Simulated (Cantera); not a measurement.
Charge: 1 mol SiC, 0.0013 mol O2, 2.4 mol N2, 0.79 mol CO2, equilibrated at 1.00 bar.

Method: chemical equilibrium by Gibbs-energy minimisation in Cantera with the NASA 1993 tables (ideal gas, pure condensed phases). Candidate condensed phases: C, Si, SiC, SiO2, Si2N2O, Si3N4; 34 gas species. N2 is the only nitrogen source here; it is nearly inert below about 1500 K, so the nitride shown seldom forms there in practice. Mutual solubility and eutectic melting of coexisting phases are not modelled. The tables hold silica as quartz up to 1696 K and as liquid above; real silica turns to tridymite and cristobalite and melts near 1996 K. Equilibrium is a limit: real reactors are often held back by kinetics, nucleation or transport.

Task: Which condensed phases are stable at each of these points (T (K)): 1050, 1150, 1250, 1350, 1450, 1550, 1650, 1750, 1850, 1950?

Result: 
```json
[
 {"T (K)": "1050", "condensed phases": "C(graphite) + SiO2(β-quartz) + Si2N2O(s)", "Si condensed (%)": "100.0"},
 {"T (K)": "1150", "condensed phases": "C(graphite) + SiO2(β-quartz) + Si2N2O(s)", "Si condensed (%)": "100.0"},
 {"T (K)": "1250", "condensed phases": "C(graphite) + SiO2(β-quartz) + Si2N2O(s)", "Si condensed (%)": "100.0"},
 {"T (K)": "1350", "condensed phases": "C(graphite) + SiO2(β-quartz) + Si2N2O(s)", "Si condensed (%)": "100.0"},
 {"T (K)": "1450", "condensed phases": "C(graphite) + SiO2(β-quartz) + Si2N2O(s)", "Si condensed (%)": "100.0"},
 {"T (K)": "1550", "condensed phases": "C(graphite) + Si2N2O(s)", "Si condensed (%)": "100.0"},
 {"T (K)": "1650", "condensed phases": "C(graphite) + Si2N2O(s)", "Si condensed (%)": "100.0"},
 {"T (K)": "1750", "condensed phases": "C(graphite) + Si2N2O(s)", "Si condensed (%)": "99.9"},
 {"T (K)": "1850", "condensed phases": "C(graphite) + Si2N2O(s)", "Si condensed (%)": "99.6"},
 {"T (K)": "1950", "condensed phases": "SiC(s) + Si2N2O(s)", "Si condensed (%)": "97.9"}
]
```

From 1050 K to 1450 K the condensed part is C(graphite) + SiO2(β-quartz) + Si2N2O(s). From 1550 K to 1850 K the condensed part is C(graphite) + Si2N2O(s). At 1950 K the condensed part is SiC(s) + Si2N2O(s).
